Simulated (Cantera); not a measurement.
What does this Cantera script print?

```python
import numpy as np
import cantera as ct

gas_names = """
    C CH CH2 CH3 CH4 CN C2 C2H C2H2,acetylene C2H2,vinylidene C2H3,vinyl CH3CN C2H4 C2H5 C2H6 CCN CNC
    C2N2 C3 C3H3,propargyl C3H4,allene C3H4,propyne C3H4,cyclo- C3H5,allyl C3H6,propylene C3H6,cyclo-
    C3H7,n-propyl C3H7,i-propyl C3H8 C4 C4H2 C4H4,1,3-cyclo- C4H6,butadiene C4H6,2-butyne C4H6,cyclo-
    C4H8,1-butene C4H8,cis2-buten C4H8,tr2-butene C4H8,isobutene C4H8,cyclo- C4H9,n-butyl C4H9,i-butyl
    C4H9,s-butyl C4H9,t-butyl C4H10,isobutane C4H10,n-butane C4N2 C5 C5H6,1,3cyclo- C5H8,cyclo-
    C5H10,1-pentene C5H10,cyclo- C5H11,pentyl C5H11,t-pentyl C5H12,n-pentane C5H12,i-pentane
    CH3C(CH3)2CH3 C6H2 C6H5,phenyl C6H6 C6H10,cyclo- C6H12,1-hexene C6H12,cyclo- C6H13,n-hexyl
    C7H7,benzyl C7H8 C7H14,1-heptene C7H15,n-heptyl C7H16,n-heptane C8H8,styrene C8H10,ethylbenz
    C8H16,1-octene C8H17,n-octyl C8H18,isooctane C8H18,n-octane C9H19,n-nonyl C10H8,naphthale
    C10H21,n-decyl C12H9,o-bipheny C12H10,bipheny H HCN HCCN HNC H2 N NH NH2 NH3 N2 N2H2 N2H4
""".split()
cond_names = """
    C(gr) C6H6(L) C7H8(L) C8H18(L),n-octa
""".split()


def load(file, names, dense=False):
    # The tables refer to 1 bar. Condensed volumes are neglected.
    table = {s.name: s for s in ct.Species.list_from_file(file)}
    out = []
    for n in names:
        d = dict(table[n].input_data)
        d["thermo"] = dict(d["thermo"], **{"reference-pressure": 1e5})
        if dense:
            d["equation-of-state"] = {"model": "constant-volume", "density": "1e6 g/cm^3"}
        out.append(ct.Species.from_dict(d))
    return out


gas = ct.Solution(thermo="ideal-gas", species=load("nasa_gas.yaml", gas_names))
cond = {s.name: ct.Solution(thermo="fixed-stoichiometry", species=[s], name=s.name)
        for s in load("nasa_condensed.yaml", cond_names, dense=True)}
atoms = {
    'C2H4': {'C': 2, 'H': 4},
    'NH3': {'N': 1, 'H': 3},
    'N2': {'N': 2},
    'CH4': {'C': 1, 'H': 4},
}
top_T = {'C(gr)': 4500}  # K; cautious upper limits of use, not melting points


def equilibrate(T, P, feed):
    n = {}
    for name, mol in feed.items():
        for a, k in atoms[name].items():
            n[a] = n.get(a, 0.0) + k * mol
    gas.TPX = T, P, n
    mass = sum(n.values()) * gas.mean_molecular_weight
    gas.equilibrate("TP")
    valid = [c for c in cond.values() if c.min_temp <= T <= top_T.get(c.name, c.max_temp)]
    mix = ct.Mixture([(gas, mass / gas.mean_molecular_weight)] + [(c, 0.0) for c in valid])
    mix.T, mix.P = T, P
    mix.equilibrate("TP", solver="vcs", rtol=1e-11, max_steps=5000)
    return mix


results = []
feed = {'C2H4': 1, 'NH3': 1.1, 'N2': 0.77, 'CH4': 0.59}  # mol
P = 240  # Pa
for T in [1723, 1923, 2123, 2323, 2523, 2723, 2923]:
    mix = equilibrate(T, P, feed)
    results.append((T, P, feed, dict(zip(mix.species_names, mix.species_moles))))

top = {s: max(r[3][s] / sum(r[3][g] for g in gas_names) for r in results) for s in gas_names}
cols = sorted((s for s in top if top[s] > 1e-06), key=lambda s: -top[s])[:5]
seen = [c for c in cond_names if any(r[3].get(c, 0) > 1e-12 for r in results)]
print("log10 of partial pressures in bar; condensed amounts in mol")
print(f"{'T/K':>10s}" + "".join(f"{s[:9]:>10s}" for s in cols + seen))
for T, P, feed, n in results:
    ng = sum(n[g] for g in gas_names)
    print(f"{T:10.4g}" + "".join(f"{np.log10(max(n[s] / ng * P / 1e5, 1e-99)):10.3f}" for s in cols)
          + "".join(f"{n.get(c, 0):10.4g}" for c in seen))
```

Result:

```
log10 of partial pressures in bar; condensed amounts in mol
       T/K        H2         H        N2        C3       HCN     C(gr)
      1723    -2.727    -5.103    -3.291   -14.010    -5.391     2.578
      1923    -2.735    -4.393    -3.296   -11.415    -4.984     2.558
      2123    -2.760    -3.825    -3.312    -9.320    -4.669     2.514
      2323    -2.829    -3.377    -3.347    -7.594    -4.445     2.437
      2523    -2.982    -3.047    -3.409    -6.150    -4.320     2.321
      2723    -3.268    -2.842    -3.492    -4.924    -4.308     2.054
      2923    -3.730    -2.772    -3.596    -3.884    -4.425         0
```

These are equilibrium values from Cantera (NASA tables, ideal gas, pure condensed phases), not measurements of a reactor.
